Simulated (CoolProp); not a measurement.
A single-stage vapour-compression cycle with vinyl chloride: evaporating at 233.15 K (dew point), condensing at 266.15 K (bubble point), superheat 0 K, subcooling 8 K, compressor efficiency 0.9, no pressure losses. Each further row changes one setting.

The numbers come from the reference Helmholtz-energy equation of state, Thol 2022 in CoolProp.

```csv
case,cooling COP,pressure ratio,discharge temperature (K),refrigerating effect (kJ/kg),volumetric capacity (kJ/m³)
as stated,5.89,4.43,306.9,339,333
evaporating temperature 238.15 K,7.22,3.43,299.3,…,427
condensing temperature 261.15 K,7.05,3.64,296.7,347,340
subcooling 13 K,…,4.43,306.9,347,340
superheat 10 K,5.78,4.43,…,347,…
compressor efficiency 0.8,5.24,4.43,314.8,339,333
```

Question: What belongs in the gaps?

Answer: 
- evaporating temperature 238.15 K, refrigerating effect (kJ/kg): 343
- subcooling 13 K, cooling COP: 6.02
- superheat 10 K, discharge temperature (K): 317.8
- superheat 10 K, volumetric capacity (kJ/m³): 326
